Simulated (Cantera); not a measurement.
An isothermal, constant-pressure homogeneous reactor starts with CH4 : H2O : H2 = 1 : 1.2 : 0.061 (molar parts), at 1600 K and 100000 Pa. Integrator tolerance rtol = 1e-08.

Model: GRI-Mech 3.0 (53 species, 325 reactions), integrated in Cantera.

### Question
What does this change do: pressure from 100000 Pa to 2200000 Pa?

### Answer
| quantity | before | after |
|---|---|---|
| x(CH4) at 90.0 s | 0.00450 (gas-phase equilibrium 2.86e-6) | 0.00544 (gas-phase equilibrium 0.00133) |
| x(H2O) at 90.0 s | 0.0480 (gas-phase equilibrium 0.0424) | 0.0478 (gas-phase equilibrium 0.0438) |
| x(H2) at 90.0 s | 0.715 (gas-phase equilibrium 0.723) | 0.715 (gas-phase equilibrium 0.721) |
| x(C2H2) at 90.0 s | 0.000516 (gas-phase equilibrium 2.28e-10) | 1.75e-6 (gas-phase equilibrium 1.02e-7) |
| x(H2O2) at 90.0 s | <1e-12 (gas-phase equilibrium <1e-12) | <1e-12 (gas-phase equilibrium <1e-12) |
| x(HCO) at 90.0 s | 1.16e-8 (gas-phase equilibrium 1.19e-8) | 5.45e-8 (gas-phase equilibrium 5.54e-8) |
| x(HO2) at 90.0 s | <1e-12 (gas-phase equilibrium <1e-12) | <1e-12 (gas-phase equilibrium <1e-12) |
The pressure lies above the range GRI-Mech 3.0 was tuned for (to about 10 atm).

### Question
What does this change do: CH4 1 to 0.13 parts?

### Answer
```csv
quantity,before,after
x(CH4) at 90.0 s,0.00450 (gas-phase equilibrium 2.86e-6),2.62e-9 (gas-phase equilibrium 3.02e-9)
x(H2O) at 90.0 s,0.0480 (gas-phase equilibrium 0.0424),0.616 (gas-phase equilibrium 0.616)
x(H2) at 90.0 s,0.715 (gas-phase equilibrium 0.723),0.305 (gas-phase equilibrium 0.305)
x(C2H2) at 90.0 s,0.000516 (gas-phase equilibrium 2.28e-10),<1e-12 (gas-phase equilibrium <1e-12)
x(H2O2) at 90.0 s,<1e-12 (gas-phase equilibrium <1e-12),2.98e-12 (gas-phase equilibrium 2.98e-12)
x(HCO) at 90.0 s,1.16e-8 (gas-phase equilibrium 1.19e-8),1.58e-9 (gas-phase equilibrium 1.58e-9)
x(HO2) at 90.0 s,<1e-12 (gas-phase equilibrium <1e-12),<1e-12 (gas-phase equilibrium <1e-12)
```

### Question
What does this change do: pressure from 100000 Pa to 30000 Pa?

### Answer
| quantity | before | after |
|---|---|---|
| x(CH4) at 90.0 s | 0.00450 (gas-phase equilibrium 2.86e-6) | 0.00331 (gas-phase equilibrium 2.57e-7) |
| x(H2O) at 90.0 s | 0.0480 (gas-phase equilibrium 0.0424) | 0.0493 (gas-phase equilibrium 0.0424) |
| x(H2) at 90.0 s | 0.715 (gas-phase equilibrium 0.723) | 0.715 (gas-phase equilibrium 0.723) |
| x(C2H2) at 90.0 s | 0.000516 (gas-phase equilibrium 2.28e-10) | 0.00180 (gas-phase equilibrium 2.05e-11) |
| x(H2O2) at 90.0 s | <1e-12 (gas-phase equilibrium <1e-12) | <1e-12 (gas-phase equilibrium <1e-12) |
| x(HCO) at 90.0 s | 1.16e-8 (gas-phase equilibrium 1.19e-8) | 6.31e-9 (gas-phase equilibrium 6.50e-9) |
| x(HO2) at 90.0 s | <1e-12 (gas-phase equilibrium <1e-12) | <1e-12 (gas-phase equilibrium <1e-12) |
